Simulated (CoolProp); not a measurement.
Computed with CoolProp (reference Helmholtz-energy equation of state, Guder 2009).

Give the vapour pressure (bar), liquid density (kg/m³), liquid viscosity (µPa s) of saturated sulfur hexafluoride at 245.7, 250.5, 308.8 K.


| T (K) | p (bar) | liquid density (kg/m³) | liquid viscosity (µPa s) |
|---|---|---|---|
| 245.7 | 5.38 | 1730 | 293 |
| 250.5 | 6.32 | 1700 | 271 |
| 308.8 | 30.2 | 1200 | 88.6 |

Viscosity comes from a separate model (Quiñones-Cisneros 2012).
